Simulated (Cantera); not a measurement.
Cantera run, input and output.

```python
import numpy as np
import cantera as ct

gas = ct.Solution("gri30.yaml")


def delay(T, t_max=10):
    gas.TPX = T, 100000, {'CH4': 1, 'C2H6': 0.22, 'O2': 5.04, 'N2': 18.9, 'CO2': 0.65}
    reactor = ct.IdealGasConstPressureReactor(gas, clone=False)
    net = ct.ReactorNet([reactor])
    net.rtol, net.atol = 1e-8, 1e-16
    while net.time < t_max:
        t_old, T_old = net.time, reactor.T
        net.step()
        if reactor.T > T + 400:  # ignition: a rise of 400 K
            return t_old + (T + 400 - T_old) / (reactor.T - T_old) * (net.time - t_old)
    return np.nan


taus = []
for T in [1075, 1125, 1175, 1225, 1275, 1325, 1375]:
    taus.append(delay(T))
    print(f"T0 = {T:6g} K   tau = {taus[-1]:.4e} s")
```

Result:

```
T0 =   1075 K   tau = 2.5866e-02 s
T0 =   1125 K   tau = 9.4369e-03 s
T0 =   1175 K   tau = 3.9758e-03 s
T0 =   1225 K   tau = 1.9259e-03 s
T0 =   1275 K   tau = 1.0459e-03 s
T0 =   1325 K   tau = 6.1865e-04 s
T0 =   1375 K   tau = 3.8932e-04 s
```

Computed with Cantera and GRI-Mech 3.0 (53 species, 325 reactions).
